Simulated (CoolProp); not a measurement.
Vapour-liquid equilibrium of methanol (1) + ethylbenzene (2) at 425 K; x and y are mole fractions of (1).

The numbers come from the multi-fluid Helmholtz-energy mixture model, de Reuck 1993 and Zhou 2012; pair parameters Bell 2016 in CoolProp.

**Question.** Give the bubble pressure and the first vapour's composition at x = 0.35, 0.575, 0.725. Is there an azeotrope?

**Answer.** x = 0.35: 0.9071 MPa, y = 0.837; x = 0.575: 1.091 MPa, y = 0.878; x = 0.725: 1.205 MPa, y = 0.908. No azeotrope shows between x = 0.05 and 0.95.

Pair parameters are fitted to limited data, so mixtures are less certain than the pure fluids. With so large a gap from Raoult's law the liquid may split in two, which this calculation doesn't test in full.
